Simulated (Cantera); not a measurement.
A Cantera script and what it prints.

```python
import numpy as np
import cantera as ct

gas_names = """
    Fe FeO Fe(OH)2 H HO2 H2 H2O H2O2 O OH O2 O3
""".split()
cond_names = """
    Fe(a) Fe(c) Fe(d) Fe(L) FeO(s) FeO(L) Fe(OH)2(s) Fe(OH)3(s) Fe2O3(s) Fe3O4(s) H2O(s) H2O(L)
""".split()


# ... load() reads the species with a 1 bar reference pressure and builds the phases ...
atoms = {
    'Fe': {'Fe': 1},
    'H2O': {'H': 2, 'O': 1},
    'H2': {'H': 2},
}
top_T = {'Fe2O3(s)': 1830, 'Fe3O4(s)': 1870}  # K; cautious upper limits of use, not melting points


# ... equilibrate(T, P, feed) seeds the gas with the atoms and calls Mixture.equilibrate('TP', solver="vcs", rtol=1e-11, max_steps=5000) ...
results = []
feed = {'Fe': 1, 'H2O': 0.025, 'H2': 0.26}  # mol
P = 1333.22  # Pa
for T in [848, 948, 1048, 1148, 1248, 1348, 1448, 1548, 1648]:
    mix = equilibrate(T, P, feed)
    results.append((T, P, feed, dict(zip(mix.species_names, mix.species_moles))))

top = {s: max(r[3][s] / sum(r[3][g] for g in gas_names) for r in results) for s in gas_names}
cols = sorted((s for s in top if top[s] > 0.001), key=lambda s: -top[s])[:8]
seen = [c for c in cond_names if any(r[3].get(c, 0) > 1e-12 for r in results)]
print("log10 of partial pressures in bar; condensed amounts in mol")
print(f"{'T/K':>10s}" + "".join(f"{s[:9]:>10s}" for s in cols + seen))
for T, P, feed, n in results:
    ng = sum(n[g] for g in gas_names)
    print(f"{T:10.4g}" + "".join(f"{np.log10(max(n[s] / ng * P / 1e5, 1e-99)):10.3f}" for s in cols)
          + "".join(f"{n.get(c, 0):10.4g}" for c in seen))
```

Result:

```
log10 of partial pressures in bar; condensed amounts in mol
       T/K        H2       H2O     Fe(a)     Fe(c)
       848    -1.915    -2.932         1         0
       948    -1.915    -2.932         1         0
      1048    -1.915    -2.932         1         0
      1148    -1.915    -2.932         1         0
      1248    -1.915    -2.932         0         1
      1348    -1.915    -2.932         0         1
      1448    -1.915    -2.932         0         1
      1548    -1.915    -2.932         0         1
      1648    -1.915    -2.932         0    0.9999
```

These are equilibrium values from Cantera (NASA tables, ideal gas, pure condensed phases), not measurements of a reactor.
